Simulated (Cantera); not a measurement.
Input: 1 mol Cu₂O, 0.72 mol CO, 0.28 mol H₂, equilibrated at 1175 K and 82.0 Pa.

Method: chemical equilibrium by Gibbs-energy minimisation in Cantera with the NASA 1993 tables (ideal gas, pure condensed phases). Candidate condensed phases: C, C₆H₆, C₇H₈, C₈H₁₈, Cu, CuO, Cu(OH)₂, Cu₂O, H₂O; 113 gas species. The numbers say what is thermodynamically allowed, not how fast it happens.

Base state: CO₂ 0.720, H₂O 0.280, CO 4.49e-5, O₂ 2.87e-5, H₂ 1.36e-5 (mole fractions); condensed: Cu(s).

Q: What changes in the equilibrium state with this change: H₂ from 0.28 to 16 mol?

A: 
| species | before | after |
|---|---|---|
| H₂ | 1.36e-5 | 0.899 |
| H₂O | 0.280 | 0.0578 |
| CO | 4.49e-5 | 0.0410 |
| CO₂ | 0.720 | 0.00206 |
| O₂ | 2.87e-5 | <1e-9 |
| Cu(s), mol | 2.00 | 2.00 |

Q: What changes in the equilibrium state with this change: temperature from 1175 K to 1498.15 K?

A: 
```tsv
species	before	after
CO₂	0.720	0.709
H₂O	0.280	0.276
Cu	7.38e-6	0.00972
H	1.58e-8	1.26e-5
OH	2.26e-6	0.000224
CO	4.49e-5	0.00292
Cu(s), mol	2.00	0
Cu(l), mol	0	1.99
```
